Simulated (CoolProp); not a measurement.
Vapour-liquid equilibrium of R22 (1) + R134a (2) at 0.75 °C; x and y are mole fractions of (1).

The numbers come from the multi-fluid Helmholtz-energy mixture model, Kamei 1995 and Tillner-Roth 1994; pair parameters Bell 2016 in CoolProp.

```
x      bubble pressure, mixture model (MPa)  bubble pressure, Raoult's law (MPa)  y, mixture model  y, Raoult's law
-----  ------------------------------------  -----------------------------------  ----------------  ---------------
0.05                                 0.3144                               0.3113             0.087            0.082
0.125                                   ___                               0.3270             0.201            0.195
0.2                                  0.3523                               0.3427             0.302            0.298
0.275                                0.3699                               0.3584             0.391            0.391
0.35                                    ___                               0.3741             0.472            0.477
0.425                                0.4027                               0.3898             0.546            0.556
0.5                                  0.4182                               0.4055               ___            0.629
0.575                                0.4331                               0.4213               ___            0.696
0.65                                 0.4476                               0.4370             0.740            0.759
0.725                                0.4616                               0.4527             0.799            0.817
0.8                                  0.4753                               0.4684             0.855            0.872
0.875                                0.4887                               0.4841             0.910            0.922
0.95                                 0.5017                               0.4998             0.964            0.970
```

**Question.** Fill in the missing entries.

**Answer.** 
- 0.125, bubble pressure, mixture model (MPa): 0.3339
- 0.35, bubble pressure, mixture model (MPa): 0.3866
- 0.5, y, mixture model: 0.615
- 0.575, y, mixture model: 0.679

The largest gap from Raoult's law is +3.3 % in bubble pressure, at x = 0.35. No azeotrope shows between x = 0.05 and 0.95.

Pair parameters are fitted to limited data, so mixtures are less certain than the pure fluids.
